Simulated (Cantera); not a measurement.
Input: 1 mol SiC, 0.039 mol H2O, 11 mol H2, held at 2.30e-6 bar.

These are equilibrium values from Cantera (NASA tables, ideal gas, pure condensed phases), not measurements of a reactor. Candidate condensed phases: C, C6H6, C7H8, C8H18, H2O, Si, SiC, SiO2; 123 gas species. The numbers say what is thermodynamically allowed, not how fast it happens.

Problem. Which condensed phases are stable at each of these points (T (°C)): 1102, 1202, 1302, 1402, 1502, 1602, 1702, 1802, 1902?

Solution. 
| T (°C) | condensed phases | Si condensed (%) |
|---|---|---|
| 1102 | SiC(s) | 98.0 |
| 1202 | SiC(s) | 97.9 |
| 1302 | SiC(s) | 96.8 |
| 1402 | SiC(s) | 96.0 |
| 1502 | C(graphite) + SiC(s) | 73.8 |
| 1602 | C(graphite) | 0.0 |
| 1702 | C(graphite) | 0.0 |
| 1802 | C(graphite) | 0.0 |
| 1902 | C(graphite) | 0.0 |

From 1102 °C to 1402 °C the condensed part is SiC(s). At 1502 °C the condensed part is C(graphite) + SiC(s). From 1602 °C to 1902 °C the condensed part is C(graphite).
